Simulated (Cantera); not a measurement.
Feed: 1 mol SiH4, 0.2 mol N2, 0.27 mol H2, at 0.0443 Torr.

Method: chemical equilibrium by Gibbs-energy minimisation in Cantera with the NASA 1993 tables (ideal gas, pure condensed phases). Candidate condensed phases: Si, Si3N4; 18 gas species. Gases not in the tables: Si2H6 and higher silanes. Kinetics and transport are ignored.

Question: What share of the Si ends up in condensed phases as a function of T (°C), at 1225, 1250, 1275, 1300, 1325, 1350, 1375, 1400, 1425, 1450, 1475, 1500, 1525?

Answer: 
```json
[
 {"T (°C)": "1225", "Si condensed (%)": "100.0", "as": "Si(s)"},
 {"T (°C)": "1250", "Si condensed (%)": "99.9", "as": "Si(s)"},
 {"T (°C)": "1275", "Si condensed (%)": "99.9", "as": "Si(s)"},
 {"T (°C)": "1300", "Si condensed (%)": "99.8", "as": "Si(s)"},
 {"T (°C)": "1325", "Si condensed (%)": "99.6", "as": "Si(s)"},
 {"T (°C)": "1350", "Si condensed (%)": "99.3", "as": "Si(s)"},
 {"T (°C)": "1375", "Si condensed (%)": "98.9", "as": "Si(s)"},
 {"T (°C)": "1400", "Si condensed (%)": "98.2", "as": "Si(s)"},
 {"T (°C)": "1425", "Si condensed (%)": "97.1", "as": "Si(l)"},
 {"T (°C)": "1450", "Si condensed (%)": "95.6", "as": "Si(l)"},
 {"T (°C)": "1475", "Si condensed (%)": "93.5", "as": "Si(l)"},
 {"T (°C)": "1500", "Si condensed (%)": "90.3", "as": "Si(l)"},
 {"T (°C)": "1525", "Si condensed (%)": "85.7", "as": "Si(l)"}
]
```
